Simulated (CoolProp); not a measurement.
Vapour-liquid equilibrium of ethylene (1) + n-butane (2) at 0.0458 MPa; x and y are mole fractions of (1).

Model: multi-fluid Helmholtz-energy mixture model, Smukala 2000 and Bücker 2006; pair parameters Bell 2016, in CoolProp.

```csv
x,"bubble temperature, mixture model (°C)","bubble temperature, Raoult's law (°C)","y, mixture model","y, Raoult's law"
0.05,(withheld),-58.1,0.925,0.882
0.2,(withheld),-88.7,0.992,0.991
0.35,(withheld),-99.3,0.997,0.997
0.5,-103.8,-105.5,0.999,0.999
0.65,-108.4,-109.7,0.999,1.000
0.8,(withheld),-112.9,1.000,1.000
0.95,-115.4,-115.4,1.000,1.000
```

Fill in the missing entries.


- 0.05, bubble temperature, mixture model (°C): -65.2
- 0.2, bubble temperature, mixture model (°C): -90.7
- 0.35, bubble temperature, mixture model (°C): -98.4
- 0.8, bubble temperature, mixture model (°C): -112.4

The largest gap from Raoult's law is -7.1 K in bubble temperature, at x = 0.05. No azeotrope shows between x = 0.05 and 0.95.

Pair parameters are fitted to limited data, so mixtures are less certain than the pure fluids. The gap from Raoult's law changes sign with composition, which may be real or a fault of the pair parameters; it wasn't checked against measurements.
